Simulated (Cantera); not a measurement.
Ammonia decomposition in nitride growth gas

An isothermal, constant-pressure homogeneous reactor starts with 5.88 % NH₃, 94.1 % N₂, at 1500 K and 0.0267 bar.

Computed with Cantera and the gas-phase N/H chemistry of the illustrative SiF4/NH3 mechanism in the Surface Chemkin manual (1991). Walls and surfaces, which speed up NH3 decomposition in real reactors, are not modelled.

```tsv
t (s)	x NH₃	x N₂	x N	x NH₂	x H
1.00e-5	0.0588	0.941	<1e-12	1.17e-10	1.05e-10
2.89e-5	0.0588	0.941	<1e-12	3.65e-10	2.78e-10
8.38e-5	0.0588	0.941	<1e-12	1.24e-9	6.24e-10
0.000242	0.0588	0.941	<1e-12	4.39e-9	9.91e-10
0.000702	0.0588	0.941	<1e-12	1.45e-8	1.08e-9
0.00203	0.0588	0.941	<1e-12	4.40e-8	1.08e-9
0.00588	0.0588	0.941	<1e-12	1.29e-7	1.08e-9
0.0170	0.0588	0.941	<1e-12	3.77e-7	1.08e-9
0.0492	0.0588	0.941	<1e-12	1.09e-6	1.11e-9
0.143	0.0588	0.941	1.96e-12	3.16e-6	1.39e-9
0.412	0.0588	0.941	1.34e-11	9.17e-6	4.24e-9
1.19	0.0587	0.941	2.28e-10	2.54e-5	4.78e-8
3.46	0.0579	0.941	3.14e-9	3.31e-5	3.91e-7
10.0	0.0555	0.940	1.03e-8	2.56e-5	9.99e-7
```
x: mole fraction; the columns are a selection and need not sum to one.

Equilibrium at this temperature and pressure: NH₃ 3.75e-8, N₂ 0.917, N <1e-12, NH₂ 3.11e-11, H 3.13e-5 (gas phase only).
